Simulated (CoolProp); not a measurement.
Vapour-liquid equilibrium of R114 (1) + n-heptane (2) at 0.177 MPa; x and y are mole fractions of (1).

The numbers come from the multi-fluid Helmholtz-energy mixture model, Platzer 1990 and Span 2003; pair parameters Bell 2016 in CoolProp. This equation is an older, rougher fit; its heat capacities, sound speeds and derivatives of the liquid may be far off and weren't checked against measurements.

**Question.** Give the bubble temperature and the first vapour's composition at x = 0.2, 0.65, 0.8. Is there an azeotrope?

**Answer.** x = 0.2: 332.9 K, y = 0.862; x = 0.65: 302.3 K, y = 0.978; x = 0.8: 298.0 K, y = 0.987. No azeotrope shows between x = 0.05 and 0.95.

Pair parameters are fitted to limited data, so mixtures are less certain than the pure fluids.
